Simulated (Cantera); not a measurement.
Charge: 1 mol acetone, a varied amount of CO₂, 15 mol H₂, held at 1330 Pa.

Equilibrium computed with Cantera from the NASA thermochemical tables; the gas is ideal and each condensed phase is pure. Candidate condensed phases: C, C₆H₆, C₇H₈, C₈H₁₈, H₂O; 110 gas species. The feed counts by its element totals alone. Equilibrium is a limit: real reactors are often held back by kinetics, nucleation or transport.

### Question
What condenses at these points (T in K, n(CO₂) in mol): (2675, 2.1); (2725, 0.57); (2325, 2.1); (2625, 0.88); (2575, 2.8)?

### Answer
```csv
T (K),n(CO₂) in mol,condensed phases,C condensed (%)
2675,2.1,gas only,0.0
2725,0.57,C,17.3
2325,2.1,gas only,0.0
2625,0.88,C,14.4
2575,2.8,gas only,0.0
```
